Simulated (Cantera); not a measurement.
An isothermal, constant-pressure homogeneous reactor starts with C2H6 : N2 = 1 : 3.6 (molar parts), at 1125 K and 0.132 atm.

Computed with Cantera and GRI-Mech 3.0 (53 species, 325 reactions). GRI-Mech 3.0 stops at C3 and has no aromatics, soot or wall deposition, so with more carbon than oxygen in the feed, carbon stays in small species such as C2H2 where larger ones or solid carbon would form.

Question: Predict: x(C2H6) at 2.00 s; x(CH4) at 2.00 s; x(CH3) at 2.00 s; x(C2H4) at 2.00 s; x(H2) at 2.00 s; x(C2H2) at 2.00 s.

Answer: 
| Property | Value |
|---|---|
| x(C2H6) at 2.00 s | 0.00141 (gas-phase equilibrium 0.000126) |
| x(CH4) at 2.00 s | 0.0234 (gas-phase equilibrium 0.159) |
| x(CH3) at 2.00 s | 1.73e-6 (gas-phase equilibrium 1.17e-6) |
| x(C2H4) at 2.00 s | 0.137 (gas-phase equilibrium 0.0252) |
| x(H2) at 2.00 s | 0.178 (gas-phase equilibrium 0.0948) |
| x(C2H2) at 2.00 s | 0.0262 (gas-phase equilibrium 0.0474) |
